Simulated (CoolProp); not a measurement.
Model: reference Helmholtz-energy equation of state, McLinden 2015, in CoolProp.

**Question.** For the fluoroketone C6F12O (FK-5-1-12), give the phase and the cp (kJ/(kg K)) at 500 K and 29.6 kPa.

**Answer.** 
- 500 K and 29.6 kPa: gas; cp 1.07
